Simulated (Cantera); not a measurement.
An adiabatic, constant-volume homogeneous reactor starts with CH₄ : H₂ : O₂ : N₂ = 1 : 0.031 : 1.34 : 5.05 (molar parts), equivalence ratio 1.5, at 1450 K and 1.00 bar. Integrator tolerance rtol = 1e-08.

Model: GRI-Mech 3.0 (53 species, 325 reactions), integrated in Cantera.

| quantity | before | after |
|---|---|---|
| time of steepest temperature rise | 1.87 ms | 0.285 ms |
| temperature at 0.500 s | 2895 K | 3059 K |
| equilibrium temperature | 2895 K | 3059 K |
| x(CH₄) at 0.500 s | <1e-12 (gas-phase equilibrium 1.16e-12) | 6.36e-11 (gas-phase equilibrium 7.28e-11) |
| x(H₂) at 0.500 s | 0.0749 (gas-phase equilibrium 0.0749) | 0.0741 (gas-phase equilibrium 0.0741) |
| x(O₂) at 0.500 s | 0.00185 (gas-phase equilibrium 0.00185) | 0.000636 (gas-phase equilibrium 0.000636) |
| x(NO) at 0.500 s | 0.00346 (gas-phase equilibrium 0.00346) | 0.00250 (gas-phase equilibrium 0.00250) |
| x(CH₂O) at 0.500 s | 6.32e-9 (gas-phase equilibrium 6.32e-9) | 6.60e-8 (gas-phase equilibrium 6.60e-8) |

Q: Name the change that produced these shifts.
A. pressure from 1.00 bar to 4.00 bar
B. CH4 1 to 1.7 parts
C. pressure from 1.00 bar to 12.0 bar
D. pressure from 1.00 bar to 10.0 bar

A: D, pressure from 1.00 bar to 10.0 bar
